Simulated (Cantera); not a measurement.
**Transport properties of process gases**

Gas mixture: 20.4 % CH3OH, 32.7 % C3H8, 34.5 % CH4, 12.4 % H2O, at 240 Torr, frozen composition.

Cantera's kinetic-theory transport with the Lennard-Jones parameters of GRI-Mech 3.0, ideal gas; thermal conductivity in the mixture-averaged form. Polar gases are described roughly by these parameters. The composition is frozen, though it would react at the higher temperatures.

```
T (K)  ρ (kg/m³)  cp (J/kg/K)  μ (µPa s)  λ (mW/m/K)     Pr  D (cm²/s) CO2  D (cm²/s) H  D (cm²/s) CH3
-----  ---------  -----------  ---------  ----------  -----  -------------  -----------  -------------
400        0.276         2071       12.6        36.8  0.712          0.632         4.82          0.923
600        0.184         2733       18.1        67.6  0.732           1.34         10.0           1.92
800        0.138         3266       22.9         101  0.740           2.25         16.6           3.18
1000       0.111         3688       27.3         135  0.744           3.33         24.3           4.66
1200      0.0921         4000       31.2         169  0.741           4.57         33.1           6.36
1400      0.0790         4256       34.9         201  0.739           5.94         43.0           8.25
1600      0.0691         4465       38.4         232  0.738           7.45         53.8           10.3
1800      0.0614         4634       41.7         263  0.736           9.09         65.5           12.6
```
D: mixture-averaged diffusion coefficient of that species in the mixture.
